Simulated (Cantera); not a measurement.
A freely propagating, adiabatic, planar premixed flame of H2 : O2 : N2 = 1 : 0.192 : 0.723 (molar parts), equivalence ratio 2.6, unburnt at 500 K and 75000 Pa; mixture-averaged transport, grid criteria slope 0.08 and curve 0.16, no radiation.

Detailed kinetics in Cantera: the H2/O2 subset of GRI-Mech 3.0, which has no nitrogen chemistry. Burning velocities carry a grid error of a few per cent, more on coarse grids.

Task: How do the results move with these cheaper or finer settings: unity-Lewis-number transport; multicomponent transport; multicomponent+Soret transport; grid criteria slope 0.5, curve 1; grid criteria slope 0.25, curve 0.5; grid criteria slope 0.03, curve 0.06?

Result: 
| setting | laminar burning velocity | thermal thickness | peak x(O) | peak x(H2O2) | grid points |
|---|---|---|---|---|---|
| as above | 588 cm/s | 0.642 mm | 0.00217 | 1.40e-5 | 127 |
| unity-Lewis-number transport | 354 cm/s | 0.587 mm | 0.00143 | 7.14e-6 | 111 |
| multicomponent transport | 574 cm/s | 0.651 mm | 0.00211 | 1.38e-5 | 127 |
| multicomponent+Soret transport | 558 cm/s | 0.635 mm | 0.00213 | 1.45e-5 | 129 |
| grid criteria slope 0.5, curve 1 | 636 cm/s | 0.874 mm | 0.00173 | 1.04e-5 | 43 |
| grid criteria slope 0.25, curve 0.5 | 614 cm/s | 0.714 mm | 0.00208 | 1.26e-5 | 64 |
| grid criteria slope 0.03, curve 0.06 | 584 cm/s | 0.626 mm | 0.00221 | 1.43e-5 | 309 |
Unity Lewis numbers drop preferential diffusion, which matters most where H2 and H carry the flame; Soret adds thermal diffusion.
